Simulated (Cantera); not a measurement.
**Ti + O2 + CH4 (titanium nitride, carbide and oxide coatings)**

Feed: 1 mol Ti, 0.053 mol O2, a varied amount of CH4, at 1923.15 K and 100000 Pa.

These are equilibrium values from Cantera (NASA tables, ideal gas, pure condensed phases), not measurements of a reactor. Candidate condensed phases: C, C6H6, C7H8, C8H18, H2O, Ti, TiC, TiO, TiO2, Ti2O3, Ti3O5, Ti4O7; 113 gas species. Mutual solubility and eutectic melting of coexisting phases are not modelled. TiC, TiO: taken at fixed stoichiometry. Condensed phases not in the tables: solid solutions among these carbides, nitrides and lower oxides. Kinetics and transport are ignored.

At 0.92 mol CH4 the condensed part is TiC(s) + TiO(s). From 1.4 mol CH4 to 4.2 mol CH4 the condensed part is C(graphite) + TiC(s).

| n(CH4) (mol) | x H2 | x CO | x H | x CH4 | x C2H2 (acetylene) | x H2O | n TiC(s) | n TiO(s) | n C(graphite) |
|---|---|---|---|---|---|---|---|---|---|
| 0.92 | 0.992 | 0.00694 | 0.000939 | 4.32e-6 | 3.13e-8 | 0.000133 | 0.907 | 0.0929 | 0 |
| 1.4 | 0.962 | 0.0365 | 0.000925 | 0.000486 | 0.000435 | 5.65e-6 | 1.00 | 0 | 0.290 |
| 1.8 | 0.970 | 0.0286 | 0.000929 | 0.000494 | 0.000438 | 4.47e-6 | 1.00 | 0 | 0.689 |
| 2.3 | 0.976 | 0.0225 | 0.000931 | 0.000500 | 0.000441 | 3.54e-6 | 1.00 | 0 | 1.19 |
| 2.8 | 0.980 | 0.0186 | 0.000933 | 0.000504 | 0.000443 | 2.93e-6 | 1.00 | 0 | 1.69 |
| 3.2 | 0.982 | 0.0163 | 0.000934 | 0.000506 | 0.000444 | 2.58e-6 | 1.00 | 0 | 2.08 |
| 3.7 | 0.984 | 0.0141 | 0.000935 | 0.000508 | 0.000445 | 2.24e-6 | 1.00 | 0 | 2.58 |
| 4.2 | 0.986 | 0.0125 | 0.000936 | 0.000510 | 0.000445 | 1.98e-6 | 1.00 | 0 | 3.08 |
x: gas mole fraction; n: condensed amount in mol.
